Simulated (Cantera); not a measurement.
Cantera with NASA thermochemical tables; ideal gases at 1 bar, condensed phases pure. Values are per mole of reaction as written; species without (g) are pure solids or liquids, kept so even where they would boil at 1 bar.

4 Li + O2(g) ⇌ 2 Li2O

```csv
T (K),ΔH° (kJ),ΔS° (J/K),ΔG° (kJ),log10 K,condensed phases
300,-1197.4,-245.9,-1123.7,195.65,"Li(s), Li2O(s)"
750,[?],[?],[?],[?],"Li(l), Li2O(s)"
800,-1212.1,-280.0,-988.2,64.52,"Li(l), Li2O(s)"
850,-1211.5,-279.2,-974.2,59.87,"Li(l), Li2O(s)"
900,[?],[?],[?],[?],"Li(l), Li2O(s)"
950,[?],[?],[?],[?],"Li(l), Li2O(s)"
1000,[?],[?],[?],[?],"Li(l), Li2O(s)"
```

Question: Complete the blanks.

Answer: 
- 750, ΔH° (kJ): -1212.6
- 750, ΔS° (J/K): -280.6
- 750, ΔG° (kJ): -1002.2
- 750, log10 K: 69.80
- 900, ΔH° (kJ): -1210.7
- 900, ΔS° (J/K): -278.3
- 900, ΔG° (kJ): -960.2
- 900, log10 K: 55.73
- 950, ΔH° (kJ): -1209.8
- 950, ΔS° (J/K): -277.3
- 950, ΔG° (kJ): -946.4
- 950, log10 K: 52.03
- 1000, ΔH° (kJ): -1208.8
- 1000, ΔS° (J/K): -276.3
- 1000, ΔG° (kJ): -932.5
- 1000, log10 K: 48.71
